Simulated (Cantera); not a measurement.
A perfectly stirred reactor is fed with 13.3 % CO, 0.453 % H2, 7.33 % CH4, 16.5 % O2, 62.4 % N2, at 7.90 bar; it is adiabatic with a 523 K inlet, and is followed from long to short residence time, starting on the burning branch (τ in s: 0.025, 0.0092, 0.0035, 0.0013, 0.00049, 0.00018, 6.9e-05, 2.6e-05, 9.7e-06, 3.6e-06).

Model: GRI-Mech 3.0 (53 species, 325 reactions), integrated in Cantera.

Question: Predict: blow-out, bracketed by the residence times tried; x(CO) at τ = 25.0 ms; x(H2) at τ = 25.0 ms; x(CH4) at τ = 25.0 ms; x(HCN) at τ = 25.0 ms; x(CO) at τ = 0.180 ms; x(H2) at τ = 0.180 ms; x(CH4) at τ = 0.180 ms; x(C2H6) at τ = 0.180 ms; x(HCN) at τ = 0.180 ms.

Answer: 
| Quantity | Result |
|---|---|
| blow-out, bracketed by the residence times tried | burning at 26.0 µs, out at 9.70 µs |
| x(CO) at τ = 25.0 ms | 0.0865 |
| x(H2) at τ = 25.0 ms | 0.0165 |
| x(CH4) at τ = 25.0 ms | 7.50e-6 |
| x(HCN) at τ = 25.0 ms | 1.23e-6 |
| x(CO) at τ = 0.180 ms | 0.0916 |
| x(H2) at τ = 0.180 ms | 0.0176 |
| x(CH4) at τ = 0.180 ms | 0.000120 |
| x(C2H6) at τ = 0.180 ms | 1.07e-8 |
| x(HCN) at τ = 0.180 ms | 9.08e-6 |
